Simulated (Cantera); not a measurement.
An isothermal, constant-pressure homogeneous reactor starts with CH2O : O2 : N2 = 0.0042 : 0.007 : 1 (molar parts), equivalence ratio 0.60, at 1250 K and 10.0 bar. Integrator tolerance rtol = 1e-08.

Detailed kinetics in Cantera: GRI-Mech 3.0 (53 species, 325 reactions).

Q: What does this change do: temperature 1250 to 973 K?

A: 
```tsv
quantity	before	after
x(CH2O) at 3.00 s	<1e-12 (gas-phase equilibrium <1e-12)	2.29e-12 (gas-phase equilibrium <1e-12)
x(O2) at 3.00 s	0.00277 (gas-phase equilibrium 0.00275)	0.00369 (gas-phase equilibrium 0.00277)
x(HCN) at 3.00 s	<1e-12 (gas-phase equilibrium <1e-12)	<1e-12 (gas-phase equilibrium <1e-12)
x(C2H4) at 3.00 s	<1e-12 (gas-phase equilibrium <1e-12)	<1e-12 (gas-phase equilibrium <1e-12)
x(CH3) at 3.00 s	<1e-12 (gas-phase equilibrium <1e-12)	<1e-12 (gas-phase equilibrium <1e-12)
x(CO) at 3.00 s	1.36e-9 (gas-phase equilibrium 1.36e-9)	0.00182 (gas-phase equilibrium <1e-12)
```
Below about 1000 K GRI-Mech 3.0 lacks low-temperature oxidation paths.
